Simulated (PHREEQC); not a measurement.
Brackish or sea water (model solution)

Model water analysis in mmol/kgw, 25 °C, pH 6.49: Na 212; K 6.85; Ca 2.79; Mg 10.9; Cl 76.8; S(6) 8.34; Alkalinity (meq/kgw) 7.5; B 1.56.

Valence states are taken as typed.

All values are PHREEQC results (Pitzer model, pitzer.dat), not measurements.

The ionic strength comes out as 0.196 mol/kgw and the specific conductance is 15400 µS/cm. The density is 1.005 g/cm³. The osmotic coefficient comes out as 0.897 and the charge-balance error comes out as 41.8 %.

| species | molality | activity | log γ |
|---|---|---|---|
| Na+ | 0.212 | 0.159 | -0.124 |
| Cl- | 0.0768 | 0.0552 | -0.144 |
| Mg+2 | 0.0109 | 0.00281 | -0.588 |
| SO4-2 | 0.00834 | 0.00182 | -0.661 |
| HCO3- | 0.00749 | 0.00612 | -0.088 |
| K+ | 0.00685 | 0.00502 | -0.135 |

This is a speciation only: nothing precipitates in the calculation.
